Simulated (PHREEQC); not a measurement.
# Buffer (model solution)

Solution (25 °C): 0.004 mol/kgw H3BO3, 0.00017 mol/kgw NaOH and 8.3e-06 mol/kgw LiCl. Closed to the air; pH follows from the charge balance.

The numbers come from PHREEQC with the ion-association model, phreeqc.dat.

Precipitation was switched off in this run.

Q: What pH does the model give?

A: pH 7.88.

Q: In which forms is B present?

A: H3BO3 96 %, H2BO3- 4.2 % of the B.

Species that the database lacks are ignored.
